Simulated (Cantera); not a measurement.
## Hydrocarbon pyrolysis for carbon deposition

A perfectly stirred reactor is fed with C₂H₄ : H₂ = 1 : 22 (molar parts), at 750 Torr; it is held at 1150 K, and followed from long to short residence time.

Computed with Cantera and GRI-Mech 3.0 (53 species, 325 reactions). GRI-Mech 3.0 was tuned for natural gas; its chemistry of ethylene as a main component is partial and can be far from experiment. GRI-Mech 3.0 stops at C3 and has no aromatics, soot or wall deposition, so with more carbon than oxygen in the feed, carbon stays in small species such as C2H2 where larger ones or solid carbon would form.

```tsv
τ (s)	x C₂H₄	x H₂	x C₂H₂	x CH₄	x C₂H₆	x C₂H	x CH₂
1.4	0.0234	0.941	0.000790	0.0289	0.00569	<1e-12	<1e-12
0.41	0.0303	0.950	0.000776	0.0122	0.00685	<1e-12	<1e-12
0.12	0.0352	0.954	0.000485	0.00356	0.00630	<1e-12	<1e-12
0.033	0.0398	0.956	0.000162	0.000520	0.00340	<1e-12	<1e-12
0.0093	0.0430	0.956	1.78e-5	1.30e-5	0.000468	<1e-12	<1e-12
0.0026	0.0435	0.957	4.03e-7	6.36e-10	4.40e-7	<1e-12	<1e-12
0.00075	0.0435	0.957	1.13e-7	1.25e-11	3.03e-8	<1e-12	<1e-12
0.00021	0.0435	0.957	3.14e-8	<1e-12	2.34e-9	<1e-12	<1e-12
```
x: mole fraction; the columns are a selection and need not sum to one.
